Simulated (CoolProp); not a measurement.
Vapour-liquid equilibrium of CHF3 (R23) (1) + R11 (2) at 260.1 K; x and y are mole fractions of (1).

Computed with CoolProp (multi-fluid Helmholtz-energy mixture model, Penoncello 2003 and Jacobsen 1992; pair parameters Bell 2016).

```json
[
 {"x": "0.05", "bubble pressure, mixture model (MPa)": "0.2453", "bubble pressure, Raoult's law (MPa)": "0.1073", "y, mixture model": "0.907", "y, Raoult's law": "0.803"},
 {"x": "0.15", "bubble pressure, mixture model (MPa)": "0.6413", "bubble pressure, Raoult's law (MPa)": "0.2775", "y, mixture model": "0.963", "y, Raoult's law": "0.932"},
 {"x": "0.25", "bubble pressure, mixture model (MPa)": "0.9415", "bubble pressure, Raoult's law (MPa)": "0.4477", "y, mixture model": "0.974", "y, Raoult's law": "0.963"},
 {"x": "0.35", "bubble pressure, mixture model (MPa)": "1.138", "bubble pressure, Raoult's law (MPa)": "0.6179", "y, mixture model": "0.978", "y, Raoult's law": "0.977"},
 {"x": "0.45", "bubble pressure, mixture model (MPa)": "1.249", "bubble pressure, Raoult's law (MPa)": "0.7881", "y, mixture model": "0.980", "y, Raoult's law": "0.984"},
 {"x": "0.55", "bubble pressure, mixture model (MPa)": "1.308", "bubble pressure, Raoult's law (MPa)": "0.9582", "y, mixture model": "0.981", "y, Raoult's law": "0.990"},
 {"x": "0.65", "bubble pressure, mixture model (MPa)": "1.349", "bubble pressure, Raoult's law (MPa)": "1.128", "y, mixture model": "0.982", "y, Raoult's law": "0.993"},
 {"x": "0.75", "bubble pressure, mixture model (MPa)": "1.401", "bubble pressure, Raoult's law (MPa)": "1.299", "y, mixture model": "0.983", "y, Raoult's law": "0.996"},
 {"x": "0.85", "bubble pressure, mixture model (MPa)": "1.487", "bubble pressure, Raoult's law (MPa)": "1.469", "y, mixture model": "0.987", "y, Raoult's law": "0.998"},
 {"x": "0.95", "bubble pressure, mixture model (MPa)": "1.627", "bubble pressure, Raoult's law (MPa)": "1.639", "y, mixture model": "0.994", "y, Raoult's law": "0.999"}
]
```

The largest gap from Raoult's law is +131.1 % in bubble pressure, at x = 0.15. No azeotrope shows between x = 0.05 and 0.95.

Pair parameters are fitted to limited data, so mixtures are less certain than the pure fluids. The gap from Raoult's law changes sign with composition, which may be real or a fault of the pair parameters; it wasn't checked against measurements. With so large a gap from Raoult's law the liquid may split in two, which this calculation doesn't test in full.
